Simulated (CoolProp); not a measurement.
Normal hydrogen at 293.15 K and 0.177 MPa is compressed adiabatically to 1.2 MPa with isentropic efficiency 0.7. Each further row changes one setting.

Computed with CoolProp (reference Helmholtz-energy equation of state, Leachman 2009).

| case | work (kJ/kg) | final temperature (K) | final density (kg/m³) |
|---|---|---|---|
| as stated | 4410 | 597.4 | 0.485 |
| efficiency 1 | 3090 | 506.3 | 0.572 |
| efficiency 0.65 | 4750 | 620.7 | 0.467 |
